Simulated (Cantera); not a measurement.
Feed: 1 mol Cu2O, 0.46 mol C, 0.17 mol CO, held at 550 Pa.

These are equilibrium values from Cantera (NASA tables, ideal gas, pure condensed phases), not measurements of a reactor. Candidate condensed phases: C, Cu, CuO, Cu2O; 15 gas species. The numbers say what is thermodynamically allowed, not how fast it happens.

**Question.** Which condensed phases are stable at each of these points (T (K)): 1375, 1475, 1575, 1675, 1775, 1875, 1975, 2075, 2175, 2275, 2375, 2475?

**Answer.** 
```json
[
 {"T (K)": "1375", "condensed phases": "Cu(l)", "Cu condensed (%)": "100.0"},
 {"T (K)": "1475", "condensed phases": "Cu(l)", "Cu condensed (%)": "100.0"},
 {"T (K)": "1575", "condensed phases": "Cu(l)", "Cu condensed (%)": "99.8"},
 {"T (K)": "1675", "condensed phases": "Cu(l)", "Cu condensed (%)": "99.3"},
 {"T (K)": "1775", "condensed phases": "Cu(l)", "Cu condensed (%)": "97.5"},
 {"T (K)": "1875", "condensed phases": "Cu(l)", "Cu condensed (%)": "90.7"},
 {"T (K)": "1975", "condensed phases": "Cu(l)", "Cu condensed (%)": "47.4"},
 {"T (K)": "2075", "condensed phases": "gas only", "Cu condensed (%)": "0.0"},
 {"T (K)": "2175", "condensed phases": "gas only", "Cu condensed (%)": "0.0"},
 {"T (K)": "2275", "condensed phases": "gas only", "Cu condensed (%)": "0.0"},
 {"T (K)": "2375", "condensed phases": "gas only", "Cu condensed (%)": "0.0"},
 {"T (K)": "2475", "condensed phases": "gas only", "Cu condensed (%)": "0.0"}
]
```

From 1375 K to 1975 K the condensed part is Cu(l). From 2075 K to 2475 K nothing is condensed.
